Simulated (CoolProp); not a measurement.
R1224YDZ along the isotherm 241.9 K: fugacity coefficient from the reference equation and from simpler models built on Tc = 428.7 K, pc = 3.334 MPa, ω = 0.325; each cubic takes its own stable root.

Values from CoolProp's reference Helmholtz-energy equation of state, Akasaka 2023.

```tsv
p (MPa)	phase	reference
0.119	liquid	0.09379
0.238	liquid	0.04717
0.357	liquid	0.03163
0.476	liquid	0.02386
0.595	liquid	0.01920
0.714	liquid	0.01609
0.834	liquid	0.01386
0.953	liquid	0.01220
1.07	liquid	0.01093
1.19	liquid	0.009885
1.31	liquid	0.009032
1.43	liquid	0.008323
1.55	liquid	0.007724
1.67	liquid	0.007211
```

Problem. How far does each simpler model (van der Waals, Redlich-Kwong, Soave-Redlich-Kwong, Peng-Robinson) lie from the reference over these 14 states: mean and median of the absolute difference, and the worst?

Solution. 
- van der Waals: mean 1571.8 %, median 1617.8 %, worst +1665.4 % at 241.9 K and 1.67 MPa
- Redlich-Kwong: mean 209.5 %, median 209.4 %, worst +211.3 % at 241.9 K and 1.67 MPa
- Soave-Redlich-Kwong: mean 1.7 %, median 1.7 %, worst +2.2 % at 241.9 K and 1.67 MPa
- Peng-Robinson: mean 5.5 %, median 5.5 %, worst +5.5 % at 241.9 K and 0.119 MPa

At some of these states van der Waals gives the other phase, because its saturation line lies elsewhere.
